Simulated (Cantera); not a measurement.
A Cantera script and what it prints.

```python
import numpy as np
import cantera as ct

gas_names = """
    H HNO HNO2 HNO3 HO2 H2 H2O H2O2 Hg N NH NH2 NH3 NH2OH NO NO2 NO3 N2 N2H2 N2H4 N2O O OH O2 O3
""".split()
cond_names = """
    H2O(s) H2O(L) Hg(cr) Hg(L) HgO(s)
""".split()


# ... load() reads the species with a 1 bar reference pressure and builds the phases ...
atoms = {
    'HgO': {'Hg': 1, 'O': 1},
    'H2': {'H': 2},
    'N2': {'N': 2},
}
top_T = {}  # K; cautious upper limits of use, not melting points


# ... equilibrate(T, P, feed) seeds the gas with the atoms and calls Mixture.equilibrate('TP', solver="vcs", rtol=1e-11, max_steps=5000) ...
results = []
feed = {'HgO': 1, 'H2': 0.073, 'N2': 45}  # mol
T = 1198.15  # K
P = 100000  # Pa
mix = equilibrate(T, P, feed)
results.append((T, P, feed, dict(zip(mix.species_names, mix.species_moles))))
x = sorted(zip(gas.X, gas.species_names), reverse=True)
print(f"T = {T:g} K  P = {P:g} Pa  gas = {mix.phase_moles(0):.4g} mol")
print("   x: " + "  ".join(f"{s} {v:.3e}" for v, s in x if v > 1e-05))
print("   condensed (mol): " + ("  ".join(f"{mix.phase(i).name} {mix.phase_moles(i):.4g}"
      for i in range(1, mix.n_phases) if mix.phase_moles(i) > 1e-12) or "none"))
```

It prints:

```
T = 1198.15 K  P = 100000 Pa  gas = 46.54 mol
   x: N2 9.670e-01  Hg 2.149e-02  O2 9.936e-03  H2O 1.569e-03  NO 4.646e-05
   condensed (mol): none
```

These are equilibrium values from Cantera (NASA tables, ideal gas, pure condensed phases), not measurements of a reactor.
